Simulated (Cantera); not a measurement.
Input: 1 mol PbO, 2 mol C, 0.97 mol CO, at 1048.15 K.

Method: chemical equilibrium by Gibbs-energy minimisation in Cantera with the NASA 1993 tables (ideal gas, pure condensed phases). Candidate condensed phases: C, Pb, PbO, PbO2, Pb3O4; 15 gas species. Kinetics and transport are ignored.

### Question
What share of the Pb ends up in condensed phases as a function of P (Pa), at 10, 100, 1000, 10000, 100000, 1000000?

### Answer
| P (Pa) | Pb condensed (%) | as |
|---|---|---|
| 10 | 0.0 | - |
| 100 | 90.8 | Pb(l) |
| 1000 | 99.1 | Pb(l) |
| 10000 | 99.9 | Pb(l) |
| 100000 | 100.0 | Pb(l) |
| 1000000 | 100.0 | Pb(l) |
